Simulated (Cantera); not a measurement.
Charge: 1 mol ZrN, 0.12 mol N2, held at 2050 K and 13.3 mbar.

Method: chemical equilibrium by Gibbs-energy minimisation in Cantera with the NASA 1993 tables (ideal gas, pure condensed phases). Candidate condensed phases: Zr, ZrN; 4 gas species. ZrN: taken at fixed stoichiometry. Kinetics and transport are ignored.

Base state: N2 1.00 (mole fractions); condensed: ZrN(s).

What changes in the equilibrium state with this change: 0.00088 mol NH3 added?


```
species      before    after
-----------  ------  -------
N2             1.00    0.988
H2                0  0.00986
H                 0  0.00195
ZrN(s), mol    1.00     1.00
```
